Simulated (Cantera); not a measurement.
Input (Python, Cantera):

```python
import numpy as np
import cantera as ct

gas = ct.Solution("gri30.yaml")
gas.TPX = 2273, 8900, {'CH4': 0.035, 'H2': 1}
reactor = ct.IdealGasConstPressureReactor(gas, energy="off", clone=False)
net = ct.ReactorNet([reactor])
net.rtol, net.atol = 1e-08, 1e-18
show = ['CH4', 'H2', 'C2H6', 'CH2', 'CH3', 'C2H2', 'H']
times = np.geomspace(6e-06, 30, 12)

steps = ct.SolutionArray(gas, extra=["t"])
rows = []
print(f"{'t/s':>10s}{'T/K':>9s}{'P/Pa':>11s}" + "".join(f"{s:>11s}" for s in show))
for t in times:
    while net.time < t:
        t_next = net.step()
        steps.append(gas.state, t=t_next)
    rows.append([np.interp(t, steps.t, y) for y in (steps.T, steps.P, *steps(*show).X.T)])
    print(f"{t:10.3e}{rows[-1][0]:9.1f}{rows[-1][1]:11.4g}" + "".join(f"{x:11.3e}" for x in rows[-1][2:]))
rate = np.gradient(steps.T, steps.t)
print("integrator steps:", len(steps.t))
if steps.T.max() > steps.T[0] + 200:
    print(f"time of steepest temperature rise: {steps.t[rate.argmax()]:.4e} s")
gas.TPX = 2273, 8900, {'CH4': 0.035, 'H2': 1}
gas.equilibrate("TP")
print(f"equilibrium (TP): T = {gas.T:.1f} K  " + "  ".join(f"{s} {gas[s].X[0]:.3e}" for s in show))
```

It prints:

```
       t/s      T/K       P/Pa        CH4         H2       C2H6        CH2        CH3       C2H2          H
 6.000e-06   2273.0       8900  3.366e-02  9.660e-01  4.230e-09  3.038e-08  1.546e-04  2.218e-10  2.128e-04
 2.439e-05   2273.0       8900  3.320e-02  9.653e-01  1.401e-07  6.531e-07  5.904e-04  9.354e-08  8.904e-04
 9.912e-05   2273.0       8900  3.133e-02  9.628e-01  1.785e-06  9.932e-06  2.203e-03  3.163e-05  3.594e-03
 4.028e-04   2273.0       8900  2.262e-02  9.582e-01  4.634e-06  5.945e-05  4.995e-03  2.604e-03  1.133e-02
 1.637e-03   2273.0       8900  6.124e-03  9.627e-01  5.187e-07  4.333e-05  2.013e-03  1.219e-02  1.688e-02
 6.655e-03   2273.0       8900  7.721e-04  9.612e-01  1.063e-08  1.092e-05  3.322e-04  1.561e-02  2.202e-02
 2.705e-02   2273.0       8900  1.083e-04  9.576e-01  2.498e-10  2.256e-06  5.565e-05  1.604e-02  2.622e-02
 1.099e-01   2273.0       8900  3.975e-05  9.561e-01  3.955e-11  9.332e-07  2.163e-05  1.608e-02  2.772e-02
 4.468e-01   2273.0       8900  3.847e-05  9.561e-01  3.737e-11  9.049e-07  2.095e-05  1.608e-02  2.774e-02
 1.816e+00   2273.0       8900  3.847e-05  9.561e-01  3.737e-11  9.049e-07  2.095e-05  1.608e-02  2.774e-02
 7.381e+00   2273.0       8900  3.847e-05  9.561e-01  3.737e-11  9.049e-07  2.095e-05  1.608e-02  2.774e-02
 3.000e+01   2273.0       8900  3.847e-05  9.561e-01  3.737e-11  9.049e-07  2.095e-05  1.608e-02  2.774e-02
integrator steps: 1181
equilibrium (TP): T = 2273.0 K  CH4 3.867e-05  H2 9.561e-01  C2H6 3.771e-11  CH2 9.096e-07  CH3 2.106e-05  C2H2 1.608e-02  H 2.774e-02
```

Cantera simulation using GRI-Mech 3.0 (53 species, 325 reactions); the numbers are that mechanism's predictions, not measurements. GRI-Mech 3.0 stops at C3 and has no aromatics, soot or wall deposition, so with more carbon than oxygen in the feed, carbon stays in small species such as C2H2 where larger ones or solid carbon would form.
